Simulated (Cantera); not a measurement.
A Cantera script and its output.

```python
import numpy as np
import cantera as ct

gas = ct.Solution("h2o2.yaml")


def delay(T, t_max=10):
    gas.TPX = T, 1500000, {'H2': 1, 'O2': 0.263, 'N2': 0.989}
    reactor = ct.IdealGasReactor(gas, clone=False)
    net = ct.ReactorNet([reactor])
    net.rtol, net.atol = 1e-8, 1e-16
    while net.time < t_max:
        t_old, T_old = net.time, reactor.T
        net.step()
        if reactor.T > T + 400:  # ignition: a rise of 400 K
            return t_old + (T + 400 - T_old) / (reactor.T - T_old) * (net.time - t_old)
    return np.nan


taus = []
for T in [923, 1023, 1123, 1223, 1323, 1423, 1523, 1623]:
    taus.append(delay(T))
    print(f"T0 = {T:6g} K   tau = {taus[-1]:.4e} s")

# d ln(tau) / d ln(k), from doubling and halving each rate constant
T, sens = 1523, []
for i in range(gas.n_reactions):
    gas.set_multiplier(2.0, i)
    up = delay(T)
    gas.set_multiplier(0.5, i)
    down = delay(T)
    gas.set_multiplier(1.0, i)
    sens.append((np.log(up / down) / np.log(4.0), gas.reaction(i).equation))
sens.sort(key=lambda x: -abs(x[0]))
print(f"sensitivities at {T} K")
for s, eq in sens[:10]:
    print(f"{s:8.3f}  {eq}")
```

It prints:

```
T0 =    923 K   tau = 3.1675e-02 s
T0 =   1023 K   tau = 3.0391e-03 s
T0 =   1123 K   tau = 3.9652e-04 s
T0 =   1223 K   tau = 5.1772e-05 s
T0 =   1323 K   tau = 5.1616e-06 s
T0 =   1423 K   tau = 1.6975e-06 s
T0 =   1523 K   tau = 9.8071e-07 s
T0 =   1623 K   tau = 6.7309e-07 s
sensitivities at 1523 K
  -0.948  H + O2 <=> O + OH
   0.171  H + O2 + M <=> HO2 + M
  -0.111  H2 + O <=> H + OH
   0.094  H + O2 + N2 <=> HO2 + N2
  -0.070  H2 + OH <=> H + H2O
  -0.061  H + HO2 <=> H2 + O2
  -0.049  H + HO2 <=> 2 OH
   0.020  H + O2 + O2 <=> HO2 + O2
  -0.014  H + H2O2 <=> H2 + HO2
  -0.010  H + O2 + H2O <=> HO2 + H2O
```

Detailed kinetics in Cantera: the H2/O2 subset of GRI-Mech 3.0, which has no nitrogen chemistry. The hydrogen kinetics of GRI-Mech 3.0 are dated; newer H2 mechanisms differ, most at raised pressure. The pressure lies above the range GRI-Mech 3.0 was tuned for (to about 10 atm). Below about 950 K walls govern HO2 and H2O2 in real vessels.
